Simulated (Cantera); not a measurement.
**Al(CH3)3 + N2 + N2O (aluminium nitride and oxide growth)**

Charge: 1 mol Al(CH3)3, a varied amount of N2, 2.8 mol N2O, held at 1648 K and 1.33 mbar.

Equilibrium computed with Cantera from the NASA thermochemical tables; the gas is ideal and each condensed phase is pure. Candidate condensed phases: Al, AlN, Al2O3, C, C6H6, C7H8, C8H18, H2O; 148 gas species. The feed counts by its element totals alone. Equilibrium is a limit: real reactors are often held back by kinetics, nucleation or transport.

| n(N2) (mol) | log p N2 | log p H2 | log p CO | log p H | log p HCN | log p Al | log p HNC | n AlN(s) | n C(graphite) |
|---|---|---|---|---|---|---|---|---|---|
| 6.9 | -3.13 | -3.44 | -3.65 | -5.77 | -5.85 | -6.65 | -7.43 | 0.997 | 0.182 |
| 9.6 | -3.08 | -3.51 | -3.71 | -5.80 | -5.86 | -6.68 | -7.44 | 0.997 | 0.179 |
| 13 | -3.05 | -3.58 | -3.78 | -5.84 | -5.88 | -6.70 | -7.46 | 0.997 | 0.176 |
| 18 | -3.01 | -3.67 | -3.87 | -5.88 | -5.90 | -6.71 | -7.48 | 0.996 | 0.173 |
| 25 | -2.98 | -3.76 | -3.97 | -5.93 | -5.94 | -6.73 | -7.52 | 0.995 | 0.169 |
| 35 | -2.95 | -3.87 | -4.08 | -5.99 | -5.98 | -6.74 | -7.56 | 0.994 | 0.163 |
| 48 | -2.93 | -3.99 | -4.19 | -6.04 | -6.02 | -6.75 | -7.61 | 0.992 | 0.158 |
| 67 | -2.92 | -4.11 | -4.31 | -6.11 | -6.08 | -6.76 | -7.66 | 0.990 | 0.150 |
| 93 | -2.91 | -4.24 | -4.44 | -6.17 | -6.14 | -6.77 | -7.72 | 0.987 | 0.142 |
log p: log10 of the partial pressure in bar; n: condensed amount in mol.

From 6.9 mol N2 to 93 mol N2 the condensed part is AlN(s) + C(graphite). The main Al-bearing gas is Al throughout.
